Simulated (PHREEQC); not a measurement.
A solution holds 0.0052 mol H2SO4 and 0.0014 mol KCl per kg of water, at 5 °C. Closed to the air; pH follows from the charge balance.

The numbers come from PHREEQC with the Pitzer model, pitzer.dat.

The pH is 2.09. The ionic strength is 0.0146 mol/kgw and the specific conductance comes out as 2200 µS/cm. The osmotic coefficient is 0.934 and the total alkalinity comes out as -10.4 meq/kg.

```json
[
 {"species": "H+", "molality": "0.00917", "activity": "0.00809", "log γ": "-0.055"},
 {"species": "SO4-2", "molality": "0.00397", "activity": "0.00242", "log γ": "-0.216"},
 {"species": "Cl-", "molality": "0.00140", "activity": "0.00124", "log γ": "-0.052"},
 {"species": "K+", "molality": "0.00140", "activity": "0.00124", "log γ": "-0.054"},
 {"species": "HSO4-", "molality": "0.00123", "activity": "0.00109", "log γ": "-0.050"}
]
```

This is a speciation only: nothing precipitates in the calculation. At this temperature some constants are extrapolated from 25 °C, and those without enthalpy data are left unchanged.
